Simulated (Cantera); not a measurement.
A closed system holds: 1 mol B, 1.5 mol H2O, 70 mol N2, held at 0.0100 bar.

These are equilibrium values from Cantera (NASA tables, ideal gas, pure condensed phases), not measurements of a reactor. Candidate condensed phases: B, BN, B2O3, B3O3H3, H2O; 39 gas species. Equilibrium is a limit: real reactors are often held back by kinetics, nucleation or transport. All values below are at 2125 K.

Base state: N2 0.968, H2 0.0158, H 0.00457, BO 0.00339, HBO2 0.00336, B2O3 0.00290, HBO 0.000907, H2O 0.000490 (mole fractions); condensed: gas only.

Task: What changes in the equilibrium state with this change: N2 from 70 to 0.28 mol?

Result: 
```csv
species,before,after
H2,0.0158,0.549
N2,0.968,0.119
B2O3,0.00290,0.118
B2O2,0.000119,0.0104
HBO,0.000907,0.0500
HBO2,0.00336,0.0861
BO,0.00339,0.0317
H,0.00457,0.0269
H2O,0.000490,0.00789
BO2,0.000145,0.000631
OH,1.75e-5,4.80e-5
```
